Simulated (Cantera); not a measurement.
An adiabatic, constant-volume homogeneous reactor starts with CH4 : O2 : N2 : H2O = 1 : 5.13 : 19.3 : 0.97 (molar parts), at 1800 K and 1.68 atm. Integrator tolerance rtol = 1e-08.

Computed with Cantera and GRI-Mech 3.0 (53 species, 325 reactions).

| quantity | before | after |
|---|---|---|
| time of steepest temperature rise | 62.5 µs | 24.4 µs |
| temperature at 3.00 s | 2580 K | 2615 K |
| equilibrium temperature | 2580 K | 2615 K |
| x(CH4) at 3.00 s | <1e-12 (gas-phase equilibrium <1e-12) | <1e-12 (gas-phase equilibrium <1e-12) |
| x(O2) at 3.00 s | 0.106 (gas-phase equilibrium 0.106) | 0.106 (gas-phase equilibrium 0.106) |
| x(H2O) at 3.00 s | 0.103 (gas-phase equilibrium 0.103) | 0.105 (gas-phase equilibrium 0.105) |
| x(NO) at 3.00 s | 0.0179 (gas-phase equilibrium 0.0179) | 0.0190 (gas-phase equilibrium 0.0190) |
| x(HO2) at 3.00 s | 1.33e-5 (gas-phase equilibrium 1.33e-5) | 1.92e-5 (gas-phase equilibrium 1.92e-5) |
| x(CO2) at 3.00 s | 0.0338 (gas-phase equilibrium 0.0338) | 0.0350 (gas-phase equilibrium 0.0350) |

**Question.** What was changed between the two runs?
A) initial temperature 1800 to 1823 K
B) initial temperature 1800 to 1673 K
C) pressure from 1.68 atm to 4.93 atm
D) initial temperature 1800 to 1348 K

**Answer.** C, pressure from 1.68 atm to 4.93 atm
